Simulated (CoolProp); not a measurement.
The fluid at 457.87 K and 0.00479 MPa is throttled through a valve to 0.000589 MPa with no heat exchange. The same conditions are run with several fluids, on thermodynamics alone (safety and materials aside).

Values from CoolProp's reference Helmholtz-energy equation of state of each fluid (propylene glycol: Eisenbach 2021; carbon dioxide: Span 1996; R22: Kamei 1995; n-undecane: Aleksandrov 2011; water: Wagner 2002).

```tsv
fluid	temperature change (K)	final density (kg/m³)
propylene glycol	-0.1	…
carbon dioxide	-0.0	…
R22	-0.0	…
n-undecane	-0.1	0.0242
water	-0.1	…
```

Q: Complete the blanks.

A: 
- propylene glycol, final density (kg/m³): 0.0118
- carbon dioxide, final density (kg/m³): 0.00681
- R22, final density (kg/m³): 0.0134
- water, final density (kg/m³): 0.00279
